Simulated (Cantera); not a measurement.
A Cantera script and what it prints.

```python
import numpy as np
import cantera as ct

gas_names = """
    OH H2O HBO2
""".split()
cond_names = """
    B(b) B(L)
""".split()


# ... load() reads the species with a 1 bar reference pressure and builds the phases ...
species = {s.name: s for s in load("nasa_gas.yaml", gas_names) + load("nasa_condensed.yaml", cond_names)}
# Each term lists the table entries of one substance; the one whose range holds T is used.
reactions = {
    'B + 3 OH(g) = H2O(g) + HBO2(g)':
        [(-1, ['B(b)', 'B(L)']), (-3, ['OH']), (1, ['H2O']), (1, ['HBO2'])],
}


def pick(names, T):
    return next(species[n] for n in names if species[n].thermo.min_temp <= T <= species[n].thermo.max_temp)


results = []
for label, terms in reactions.items():
    print(label)
    print("     T/K   dH/kJ  dS/(J/K)   dG/kJ   log10 K")
    for T in [1575, 1650, 1725, 1800, 1875, 1950, 2025]:
        used = [(nu, pick(names, T)) for nu, names in terms]
        dH = sum(nu * s.thermo.h(T) for nu, s in used) / 1e6
        dS = sum(nu * s.thermo.s(T) for nu, s in used) / 1e3
        dG = dH - T * dS / 1e3
        logK = -dG * 1e6 / (ct.gas_constant * T * np.log(10))
        results.append((label, T, dH, dS, dG, logK, [s.name for _, s in used]))
        print(f"{T:8g} {dH:8.1f} {dS:8.1f} {dG:8.1f} {logK:8.2f}")
```

Result:

```
B + 3 OH(g) = H2O(g) + HBO2(g)
     T/K   dH/kJ  dS/(J/K)   dG/kJ   log10 K
    1575   -936.1   -153.6   -694.2    23.02
    1650   -936.5   -153.8   -682.7    21.61
    1725   -937.0   -154.1   -671.2    20.32
    1800   -937.4   -154.3   -659.6    19.14
    1875   -937.7   -154.5   -648.0    18.05
    1950   -938.1   -154.7   -636.4    17.05
    2025   -938.5   -154.9   -624.8    16.12
```

Source: NASA polynomial tables (part measured, part estimated), evaluated in Cantera. Condensed species are held in their standard states even where they would react or evaporate.
